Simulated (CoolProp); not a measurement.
Properties of ethanol along the isobar 54.6 bar (Tc = 514.7 K, pc = 62.68 bar, ω = 0.644).

Values from CoolProp's reference Helmholtz-energy equation of state, Schroeder 2014.

```csv
T (K),phase,density (kg/m³),isothermal compressibility (1/MPa),expansivity (1/kK),viscosity (µPa s),fugacity coefficient
458.9,liquid,600.9,0.006692,3.232,118,0.3554
468.5,liquid,581.3,0.008476,3.717,105,0.4182
478.1,liquid,559.1,0.01138,4.463,93.0,0.4862
487.8,liquid,532.2,0.01712,5.862,81.2,0.5597
497.4,liquid,496.1,0.03327,9.452,69.0,0.6359
516.7,gas,95.00,0.4095,14.56,17.8,0.7417
526.3,gas,84.94,0.3260,9.565,17.8,0.7661
535.9,gas,78.42,0.2876,7.308,17.9,0.7872
545.6,gas,73.56,0.2648,5.978,18.0,0.8058
555.2,gas,69.77,0.2497,5.105,18.2,0.8221
564.8,gas,66.64,0.2389,4.479,18.4,0.8367
574.5,gas,63.96,0.2307,4.002,18.6,0.8498
584.1,gas,61.66,0.2243,3.633,18.8,0.8616
593.7,gas,59.64,0.2192,3.335,19.1,0.8721
```

Viscosity comes from a separate model (Kiselev 2005).
